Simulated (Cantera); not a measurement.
An isothermal, constant-pressure homogeneous reactor starts with CH4 : CO2 : H2 = 1 : 4.2 : 0.1 (molar parts), at 1373 K and 0.987 atm. Integrator tolerance rtol = 1e-08.

Detailed kinetics in Cantera: GRI-Mech 3.0 (53 species, 325 reactions).

What does this change do: temperature 1373 to 1723 K?


```json
[
 {"quantity": "x(CH4) at 10.0 s", "before": "0.0859 (gas-phase equilibrium 1.21e-7)", "after": "9.45e-10 (gas-phase equilibrium 1.01e-9)"},
 {"quantity": "x(CO2) at 10.0 s", "before": "0.600 (gas-phase equilibrium 0.276)", "after": "0.250 (gas-phase equilibrium 0.250)"},
 {"quantity": "x(H2) at 10.0 s", "before": "0.0274 (gas-phase equilibrium 0.125)", "after": "0.0993 (gas-phase equilibrium 0.0993)"},
 {"quantity": "x(CH2) at 10.0 s", "before": "4.01e-10 (gas-phase equilibrium <1e-12)", "after": "<1e-12 (gas-phase equilibrium <1e-12)"},
 {"quantity": "x(O) at 10.0 s", "before": "<1e-12 (gas-phase equilibrium <1e-12)", "after": "2.78e-9 (gas-phase equilibrium 2.78e-9)"},
 {"quantity": "x(OH) at 10.0 s", "before": "2.31e-8 (gas-phase equilibrium 2.75e-8)", "after": "6.01e-6 (gas-phase equilibrium 6.01e-6)"}
]
```
